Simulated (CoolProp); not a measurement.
Vapour-liquid equilibrium of n-octane (1) + p-xylene (2) at 2.71 bar; x and y are mole fractions of (1).

The numbers come from the multi-fluid Helmholtz-energy mixture model, Beckmüller 2019 and Zhou 2012; pair parameters Bell 2016 in CoolProp.

### Question
Give the bubble temperature and the first vapour's composition at x = 0.25, 0.55, 0.65. Is there an azeotrope?

### Answer
x = 0.25: 446.6 K, y = 0.323; x = 0.55: 442.3 K, y = 0.610; x = 0.65: 441.2 K, y = 0.697. No azeotrope shows between x = 0.05 and 0.95.

Pair parameters are fitted to limited data, so mixtures are less certain than the pure fluids.
